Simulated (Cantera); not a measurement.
An isothermal, constant-pressure homogeneous reactor starts with 17.5 % CH4, 82.5 % N2, at 1548 K and 20.0 Torr.

Detailed kinetics in Cantera: GRI-Mech 3.0 (53 species, 325 reactions). GRI-Mech 3.0 stops at C3 and has no aromatics, soot or wall deposition, so with more carbon than oxygen in the feed, carbon stays in small species such as C2H2 where larger ones or solid carbon would form. Radical loss at walls, strong at low pressure, is not modelled.

One state of this run: x CH4 = 0.101; x C2H6 = 4.92e-5; x H = 2.19e-5; x CH2 = 8.49e-8; x CH3 = 0.000468. x: mole fraction; the columns are a selection and need not sum to one.

### Question
Which value of t (s) does it belong to?
A. 0.309
B. 0.874
C. 0.0385
D. 0.00170

### Answer
B, 0.874
